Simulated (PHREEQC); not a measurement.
A PHREEQC speciation (ion-association model, wateq4f.dat) at 90 °C gives pH 5.45 and these molalities:

| species | mol/kgw |
|---|---|
| Zn+2 | 0.0854 |
| ZnSO4 | 0.0763 |
| SO4-2 | 0.0699 |
| Cl- | 0.0436 |
| Zn(SO4)2-2 | 0.0242 |
| ZnCl+ | 0.0229 |
| Ni+2 | 0.0182 |
| NiSO4 | 0.0152 |
| Na+ | 0.000826 |
| CO2 | 0.000491 |
| ZnOH+ | 0.000476 |
| ZnCl2 | 0.000455 |
| NiCl+ | 0.000418 |
| ZnHCO3+ | 0.000217 |
| HCO3- | 9.51e-5 |
| NaSO4- | 7.40e-5 |
| NiHCO3+ | 5.43e-5 |
| NiCO3 | 3.81e-5 |
| HSO4- | 3.71e-5 |
| ZnCl3- | 3.33e-5 |
| Ni(SO4)2-2 | 3.04e-5 |
| NiCl2 | 2.58e-5 |

What are the element totals, and what could have been dissolved in 1 kg of water to give them?

One answer among several that fit: totals C(4) 0.000900, Cl 0.0680, Na 0.000900, Ni 0.0340, S(6) 0.210, Zn 0.210 mol/kgw, from 0.21 mol/kgw ZnSO4, 0.034 mol/kgw NiCl2 and 0.0009 mol/kgw NaHCO3.

Precipitation was switched off in this run. The solution is supersaturated, for example in Zincite(c) (slow to form), so a real one may precipitate; this is no full list. Complexes and solids missing from the database can't appear. Constants without temperature data keep their 25 °C values here.
